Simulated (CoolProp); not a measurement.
Computed with CoolProp (reference Helmholtz-energy equation of state, Lemmon 2006). It is a short technical equation, of lower accuracy than the large ones.

**Question.** For isopentane, give the phase and the density (kg/m³), cv (kJ/(kg K)), viscosity (µPa s), Prandtl number at 241.2 K and 12 MPa; 343.4 K and 12 MPa.

**Answer.** 
- 241.2 K and 12 MPa: liquid; density 680, cv 1.49, viscosity 374, Prandtl number 5.89
- 343.4 K and 12 MPa: liquid; density 589, cv 1.89, viscosity 154, Prandtl number 3.88

Viscosity comes from a separate model (Chung 1988), a generic estimate that can be far off for the liquid and wasn't checked against measurements. Thermal conductivity comes from a separate model (Vassiliou 2015).
